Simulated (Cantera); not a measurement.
# Catalytic combustion on Pt

An isothermal plug-flow reactor at 925 K and 0.720 atm (inlet), inlet velocity 1.5 m/s, active area per volume 1400 1/m; feed 0.536 % H2, 17.5 % O2, 81.4 % N2, 0.567 % H2O.

Computed with Cantera and Deutschmann's 1995 Pt surface mechanism with GRI-Mech 3.0 gas chemistry. Catalytic surfaces can have several steady states; this one follows from the mechanism file's or the stated starting coverage. Mass transfer to the wall is taken as infinitely fast.

| z (m) | x H2 | x O2 | x H2O | θ free Pt | θ O* | θ OH* |
|---|---|---|---|---|---|---|
| 3.6e-05 | 0.00453 | 0.175 | 0.00650 | 0.134 | 0.864 | 0.00162 |
| 6.9e-05 | 0.00390 | 0.175 | 0.00713 | 0.131 | 0.867 | 0.00163 |
| 0.00013 | 0.00298 | 0.174 | 0.00805 | 0.127 | 0.872 | 0.00165 |
| 0.00026 | 0.00172 | 0.174 | 0.00932 | 0.121 | 0.877 | 0.00168 |
| 0.0005 | 0.000646 | 0.173 | 0.0104 | 0.117 | 0.881 | 0.00170 |
| 0.00096 | 0.000104 | 0.173 | 0.0109 | 0.115 | 0.883 | 0.00171 |
| 0.0018 | 3.79e-6 | 0.173 | 0.0110 | 0.115 | 0.884 | 0.00171 |
| 0.0036 | 3.17e-9 | 0.173 | 0.0111 | 0.115 | 0.884 | 0.00171 |
x: gas mole fraction; θ: surface coverage.
